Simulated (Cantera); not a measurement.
Charge: 1 mol PbO, 1.2 mol H2, 0.66 mol N2, at 440000 Pa.

Equilibrium computed with Cantera from the NASA thermochemical tables; the gas is ideal and each condensed phase is pure. Candidate condensed phases: H2O, Pb, PbO, PbO2, Pb3O4; 27 gas species. Gases not in the tables: (PbO)n polymers. Equilibrium is a limit: real reactors are often held back by kinetics, nucleation or transport.

Question: Which condensed phases are stable at each of these points (T (K)): 548, 648, 748, 848, 948, 1048, 1148, 1248, 1348, 1448, 1548, 1648?

Answer: 
```json
[
 {"T (K)": "548", "condensed phases": "Pb(s)", "Pb condensed (%)": "100.0"},
 {"T (K)": "648", "condensed phases": "Pb(l)", "Pb condensed (%)": "100.0"},
 {"T (K)": "748", "condensed phases": "Pb(l)", "Pb condensed (%)": "100.0"},
 {"T (K)": "848", "condensed phases": "Pb(l)", "Pb condensed (%)": "100.0"},
 {"T (K)": "948", "condensed phases": "Pb(l)", "Pb condensed (%)": "100.0"},
 {"T (K)": "1048", "condensed phases": "Pb(l)", "Pb condensed (%)": "100.0"},
 {"T (K)": "1148", "condensed phases": "Pb(l)", "Pb condensed (%)": "100.0"},
 {"T (K)": "1248", "condensed phases": "Pb(l)", "Pb condensed (%)": "99.9"},
 {"T (K)": "1348", "condensed phases": "Pb(l)", "Pb condensed (%)": "99.8"},
 {"T (K)": "1448", "condensed phases": "Pb(l)", "Pb condensed (%)": "99.4"},
 {"T (K)": "1548", "condensed phases": "Pb(l)", "Pb condensed (%)": "98.4"},
 {"T (K)": "1648", "condensed phases": "Pb(l)", "Pb condensed (%)": "96.1"}
]
```

At 548 K the condensed part is Pb(s). From 648 K to 1648 K the condensed part is Pb(l).
